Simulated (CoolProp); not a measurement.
Vapour-liquid equilibrium of hydrogen chloride (1) + propane (2) at 2.93 bar; x and y are mole fractions of (1).

Values from CoolProp's multi-fluid Helmholtz-energy mixture model, Thol 2018 and Lemmon 2009; pair parameters Bell 2016.

| x | bubble temperature (K) | y at the bubble point | dew temperature at overall composition x (K) | liquid density (mol/L) |
|---|---|---|---|---|
| 0.05 | 245.2 | 0.389 | 256.8 | 13.15 |
| 0.15 | ___ | 0.707 | 253.7 | 14.42 |
| 0.25 | 221.1 | 0.813 | 250.4 | 15.60 |
| 0.35 | 216.9 | 0.858 | 246.7 | ___ |
| 0.45 | 214.7 | 0.881 | 242.7 | 18.15 |
| 0.55 | 213.4 | 0.895 | 238.1 | ___ |
| 0.65 | 212.4 | 0.907 | 232.7 | 21.42 |
| 0.75 | 211.5 | 0.920 | 226.1 | 23.52 |
| 0.85 | 210.6 | 0.940 | 217.7 | ___ |
| 0.95 | ___ | 0.973 | 210.3 | 29.19 |

What belongs in the gaps?


- 0.15, bubble temperature (K): 229.1
- 0.35, liquid density (mol/L): 16.82
- 0.55, liquid density (mol/L): 19.66
- 0.85, liquid density (mol/L): 26.06
- 0.95, bubble temperature (K): 209.7

No azeotrope shows between x = 0.05 and 0.95.

The pair parameters rest on a limited set of measurements; away from them the model extrapolates. With so large a gap from Raoult's law the liquid may split in two, which this calculation doesn't test in full.
